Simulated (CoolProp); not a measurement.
Computed with CoolProp (reference Helmholtz-energy equation of state, Guder 2009).

Q: For sulfur hexafluoride, give the phase and the cp (kJ/(kg K)), expansivity (1/kK), fugacity coefficient at -4.25 °C and 1080 kPa; 14.95 °C and 17400 kPa.

A: 
- -4.25 °C and 1080 kPa: gas; cp 0.756, expansivity 8.06, fugacity coefficient 0.833
- 14.95 °C and 17400 kPa: liquid; cp 0.934, expansivity 2.81, fugacity coefficient 0.151
